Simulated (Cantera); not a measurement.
Input: 1 mol n-butane, 0.061 mol O₂, held at 17.3 Torr.

Equilibrium computed with Cantera from the NASA thermochemical tables; the gas is ideal and each condensed phase is pure. Candidate condensed phases: C, C₆H₆, C₇H₈, C₈H₁₈, H₂O; 110 gas species. Rates play no part.

Over these rows the condensed part is C(graphite). Partial pressures as log10 of bar:

| T (K) | 1000/T (1/K) | log p C₂H₂ (acetylene) | log p H₂ | log p CO |
|---|---|---|---|---|
| 1500 | 0.6667 | -6.69 | -1.65 | -3.26 |
| 1575 | 0.6349 | -6.32 | -1.65 | -3.26 |
| 1650 | 0.6061 | -5.99 | -1.65 | -3.26 |
| 1725 | 0.5797 | ? | -1.65 | -3.26 |
| 1800 | 0.5556 | -5.41 | -1.65 | -3.26 |
| 1875 | 0.5333 | -5.15 | -1.65 | -3.26 |

Q: Fit log p(C₂H₂ (acetylene)) = a + b·(1000/T) to the five rows, give the apparent enthalpy, and predict the row at 1725 K.

A: Means: 1000/T = 0.5993, log p = -5.912. Sxy = -0.139722, Sxx = 0.0121220, so b = -11.53 and a = -5.912 − (-11.53)×0.5993 = 1.00.
Apparent enthalpy: −19.145 × (-11.53) = 221 kJ/mol. With the condensed phases at unit activity, 2 C(graphite) + H₂(g) = C₂H₂ (acetylene)(g) links this pressure to the main gases: over the six rows their terms move log p by +0.00 in all, so the slope is close to that reaction's ΔH°. The five rows lie within 0.01 of the line.
Prediction at 1725 K: 1.00 + (-11.53)×0.5797 = -5.68. The computed value is -5.68, 0.00 from the line.
